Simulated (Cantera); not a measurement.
A Cantera script and its output.

```python
import numpy as np
import cantera as ct

gas = ct.Solution("gri30.yaml")
gas.TPX = 1450, 13332, {'CH4': 1, 'CO2': 0.55, 'H2': 0.44}
inlet = ct.Reservoir(gas, clone=True)

reactor = ct.IdealGasConstPressureReactor(gas, energy="off", clone=False)
exhaust = ct.Reservoir(gas, clone=True)
tau = [0.88, 0.33, 0.12, 0.047, 0.018, 0.0066, 0.0025, 0.00094, 0.00035, 0.00013][0]
for a, b in ((inlet, reactor), (reactor, exhaust)):
    ct.MassFlowController(a, b, mdot=lambda t: reactor.mass / tau)
net = ct.ReactorNet([reactor])
show = ['CH4', 'CO2', 'H2', 'H', 'OH', 'C2H2']

rows = []
print(f"{'tau/s':>10s}{'T/K':>9s}" + "".join(f"{s:>11s}" for s in show))
for tau in [0.88, 0.33, 0.12, 0.047, 0.018, 0.0066, 0.0025, 0.00094, 0.00035, 0.00013]:
    net.initial_time = 0.0
    net.advance(30 * tau)
    before = gas.X
    net.advance(40 * tau)
    drift = np.max(np.abs(gas.X - before) / (gas.X + 1e-9))
    rows.append([gas.T, *gas[show].X, drift])
    print(f"{tau:10.3e}{gas.T:9.1f}" + "".join(f"{x:11.3e}" for x in gas[show].X))
```

It prints:

```
     tau/s      T/K        CH4        CO2         H2          H         OH       C2H2
 8.800e-01   1450.0  4.386e-01  2.410e-01  2.504e-01  5.102e-06  2.074e-08  1.873e-02
 3.300e-01   1450.0  4.766e-01  2.631e-01  2.331e-01  4.628e-06  1.307e-08  6.414e-03
 1.200e-01   1450.0  4.934e-01  2.719e-01  2.249e-01  4.283e-06  9.801e-09  1.511e-03
 4.700e-02   1450.0  4.993e-01  2.749e-01  2.222e-01  3.879e-06  8.124e-09  2.588e-04
 1.800e-02   1450.0  5.015e-01  2.759e-01  2.214e-01  3.203e-06  6.468e-09  2.475e-05
 6.600e-03   1450.0  5.022e-01  2.763e-01  2.212e-01  2.265e-06  4.515e-09  1.182e-06
 2.500e-03   1450.0  5.024e-01  2.764e-01  2.211e-01  1.356e-06  2.694e-09  3.936e-08
 9.400e-04   1450.0  5.025e-01  2.764e-01  2.211e-01  6.396e-07  1.270e-09  8.328e-10
 3.500e-04   1450.0  5.025e-01  2.764e-01  2.211e-01  2.597e-07  5.153e-10  1.409e-11
 1.300e-04   1450.0  5.025e-01  2.764e-01  2.211e-01  1.058e-07  2.097e-10  2.387e-13
```

Detailed kinetics in Cantera: GRI-Mech 3.0 (53 species, 325 reactions). GRI-Mech 3.0 stops at C3 and has no aromatics, soot or wall deposition, so with more carbon than oxygen in the feed, carbon stays in small species such as C2H2 where larger ones or solid carbon would form.
